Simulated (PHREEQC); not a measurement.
**Buffer**

Make-up at 25 °C: 59 mmol/kgw NaHCO3, 7.3 mmol/kgw NaOH and 0.11 mmol/kgw LiCl. Closed to the air; pH follows from the charge balance.

All values are PHREEQC results (ion-association model, wateq4f.dat), not measurements.

Each row changes one thing in this solution. This is a speciation only: nothing precipitates in the calculation.

```csv
case,pH,ionic strength (mol/kgw),Na+ (mol/kgw),HCO3- (mol/kgw),CO3-2 (mol/kgw),NaCO3- (mol/kgw),SI of Nahcolite (NaHCO3),SI of Natron (Na2CO3:10H2O)
as made,9.04,0.0677,0.0627,0.0504,0.00490,0.00246,-2.14,-3.96
NaOH from 0.0073 to 0.00073 mol/kgw,8.26,0.0591,0.0581,0.0559,0.000868,0.000420,-2.12,-4.76
NaHCO3 from 0.059 to 0.0649 mol/kgw,8.98,0.0732,0.0683,0.0560,0.00482,0.00258,-2.06,(withheld)
NaHCO3 from 0.059 to 0.0295 mol/kgw,9.50,0.0403,0.0347,0.0219,0.00551,0.00177,-2.72,-4.33
LiCl replaced by AlCl3 at the same molality,9.02,0.0674,0.0628,0.0508,0.00461,0.00232,-2.13,-3.99
temperature from 25 to 40 °C,(withheld),0.0653,0.0615,0.0504,0.00370,0.00370,(withheld),-4.66
temperature from 25 to 10 °C,9.29,0.0698,0.0637,0.0504,0.00596,0.00139,-1.98,(withheld)
NaHCO3 from 0.059 to 0.59 mol/kgw,(withheld),0.527,0.522,0.500,0.00521,0.0117,-0.35,-2.57
diluted 5-fold with water,9.27,0.0143,0.0130,0.0103,0.00126,0.000191,-3.43,-5.67
```

### Question
Fill in the missing entries.

### Answer

- NaHCO3 from 0.059 to 0.0649 mol/kgw, SI of Natron (Na2CO3:10H2O): -3.91
- temperature from 25 to 40 °C, pH: 8.81
- temperature from 25 to 40 °C, SI of Nahcolite (NaHCO3): -2.28
- temperature from 25 to 10 °C, SI of Natron (Na2CO3:10H2O): -3.25
- NaHCO3 from 0.059 to 0.59 mol/kgw, pH: 7.86

Complexes and solids missing from the database can't appear. Some of these states are supersaturated (in Boehmite (slow to form), Gibbsite (slow to form), for instance). At this temperature some constants are extrapolated from 25 °C, and those without enthalpy data are left unchanged.
